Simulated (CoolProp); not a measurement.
Water at several states: fugacity coefficient from the reference equation and from simpler models built on Tc = 373.9 °C, pc = 220.6 bar, ω = 0.344; each cubic takes its own stable root.

The numbers come from the reference Helmholtz-energy equation of state, Wagner 2002 in CoolProp.

| T (°C) | p (bar) | phase | reference |
|---|---|---|---|
| 381.55 | 103 | gas | 0.8511 |
| 464.05 | 13.9 | gas | 0.9874 |
| 283.35 | 1000 | liquid | 0.08615 |
| 75.05 | 0.681 | liquid | 0.5635 |
| 374.25 | 120 | gas | 0.8182 |

Problem. How far does each simpler model (van der Waals, Redlich-Kwong, Peng-Robinson) lie from the reference over these 5 states: mean and median of the absolute difference, and the worst?

Solution. 
- van der Waals: mean 45.5 %, median 2.6 %, worst +146.2 % at 283.35 °C and 1000 bar
- Redlich-Kwong: mean 26.8 %, median 0.2 %, worst +76.5 % at 75.05 °C and 0.681 bar
- Peng-Robinson: mean 5.1 %, median 1.8 %, worst +14.6 % at 283.35 °C and 1000 bar

At some of these states van der Waals, Redlich-Kwong gives the other phase, because its saturation line lies elsewhere.
